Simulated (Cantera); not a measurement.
Feed: 1 mol MgO, 1.2 mol H2, at 2502 °C and 0.000250 bar.

These are equilibrium values from Cantera (NASA tables, ideal gas, pure condensed phases), not measurements of a reactor. Candidate condensed phases: H2O, Mg, MgO, Mg(OH)2; 15 gas species. The numbers say what is thermodynamically allowed, not how fast it happens.

Base state: H 0.526, Mg 0.233, O 0.215, H2 0.0123, OH 0.00799, O2 0.00477, H2O 0.000682, MgO 0.000362 (mole fractions); condensed: gas only.

### Question
What changes in the equilibrium state with this change: H2 from 1.2 to 0.016 mol?

### Answer
| species | before | after |
|---|---|---|
| Mg | 0.233 | 0.502 |
| O | 0.215 | 0.458 |
| O2 | 0.00477 | 0.0217 |
| H | 0.526 | 0.0156 |
| H2 | 0.0123 | 1.08e-5 |
| H2O | 0.000682 | 1.28e-6 |
| OH | 0.00799 | 0.000505 |
| MgO | 0.000362 | 0.00166 |
